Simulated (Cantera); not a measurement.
**Thermodynamics of silicon carbide growth, feed SiHCl3 + C2H4 + H2**

Feed: 1 mol SiHCl3, 0.019 mol C2H4, 820 mol H2, at 2077 °C and 0.180 bar.

These are equilibrium values from Cantera (NASA tables, ideal gas, pure condensed phases), not measurements of a reactor. Candidate condensed phases: C, C6H6, C7H8, C8H18, Si, SiC; 109 gas species. The tables' values for SiCl are old estimates; treat these amounts as uncertain. Gases not in the tables: Si2H6 and higher silanes. The numbers say what is thermodynamically allowed, not how fast it happens.

```json
{
 "x(H2)": "0.966",
 "x(H)": "0.0289",
 "x(HCl)": "0.00350",
 "x(Si)": "0.000968",
 "x(SiH)": "0.000136",
 "x(Cl)": "7.50e-5",
 "x(SiH2)": "6.73e-5",
 "x(C2H2 (acetylene))": "1.86e-5",
 "x(SiCl)": "1.03e-5",
 "gas_amount": "835.0 mol",
 "log10 activity of Si(l) (absent)": "-0.92",
 "log10 activity of C(graphite) (absent)": "-1.23"
}
```
